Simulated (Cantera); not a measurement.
Input: 1 mol Fe, 3.4 mol CO, a varied amount of H₂, at 950 K and 0.110 bar.

Points: n(H2) (mol) = 3.3, 5.3, 8.4, 13, 21, 34, 53, 85.

Cantera's Mixture.equilibrate('TP', solver="vcs", rtol=1e-11, max_steps=5000) on the NASA tables stopped like this:

```
ERROR: FAILURE its = 5001!

*******************************************************************************
CanteraError thrown by MultiPhase::equilibrate:
VCS solver failed. Return code: -1
*******************************************************************************
```

What got this run through?

One answer among several that fit: The failure is numerical, not chemical. The same input converged with solver="gibbs", rtol=1e-10, max_steps=50000, and the result passed a check of the equilibrium conditions:
```
log10 of partial pressures in bar; condensed amounts in mol
     n(H2)        H2        CO       CO2       H2O       CH4     C(gr)     Fe(a)
       3.3    -1.266    -1.311    -2.398    -2.607    -3.308    0.3425         1
       5.3    -1.177    -1.421    -2.618    -2.627    -3.130    0.3034         1
       8.4    -1.111    -1.549    -2.875    -2.690    -2.999    0.2448         1
        13    -1.066    -1.688    -3.153    -2.784    -2.908    0.1603         1
        21    -1.031    -1.857    -3.491    -2.918    -2.838    0.0167         1
        34    -1.006    -2.055    -3.767    -2.971    -2.906         0         1
        53    -0.990    -2.249    -4.038    -3.032    -2.992         0         1
        85    -0.979    -2.464    -4.347    -3.116    -3.091         0         1
```

The gas is ideal and each condensed phase is pure. Condensed phases not in the tables: cementite and carbon dissolved in iron.
